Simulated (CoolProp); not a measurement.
Vapour-liquid equilibrium of acetone (1) + n-hexane (2) at 368.4 K; x and y are mole fractions of (1).

Computed with CoolProp (multi-fluid Helmholtz-energy mixture model, Lemmon 2006 and Thol 2019; pair parameters Bell 2016).

Question: Give the bubble pressure and the first vapour's composition at x = 0.25, 0.45, 0.55. Is there an azeotrope?

Answer: x = 0.25: 0.3427 MPa, y = 0.461; x = 0.45: 0.3736 MPa, y = 0.570; x = 0.55: 0.3803 MPa, y = 0.612. y crosses x between x = 0.65 and 0.75: the model has an azeotrope there.

Pair parameters are fitted to limited data, so mixtures are less certain than the pure fluids.
